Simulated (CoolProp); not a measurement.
Methanol at several states: density (kg/m³) from the reference equation and from simpler models built on Tc = 513.4 K, pc = 8.216 MPa, ω = 0.565; each cubic takes its own stable root.

Values from CoolProp's reference Helmholtz-energy equation of state, de Reuck 1993.

```
T (K)  p (MPa)          phase  reference
-----  -------  -------------  ---------
290.5   0.0166         liquid      793.4
359.3     6.07         liquid      734.2
538     0.0206            gas     0.1477
390.2     4.49         liquid      698.0
230.5   0.0141         liquid      850.3
526.8     13.2  supercritical      435.7
```

Question: How far does each simpler model (van der Waals, Soave-Redlich-Kwong, Peng-Robinson) lie from the reference over these 6 states: mean and median of the absolute difference, and the worst?

Answer: 
- van der Waals: mean 57.2 %, median 51.3 %, worst -100.0 % at 230.5 K and 0.0141 MPa
- Soave-Redlich-Kwong: mean 21.6 %, median 23.9 %, worst -34.7 % at 526.8 K and 13.2 MPa
- Peng-Robinson: mean 14.2 %, median 14.2 %, worst -28.3 % at 526.8 K and 13.2 MPa

At some of these states van der Waals gives the other phase, because its saturation line lies elsewhere.
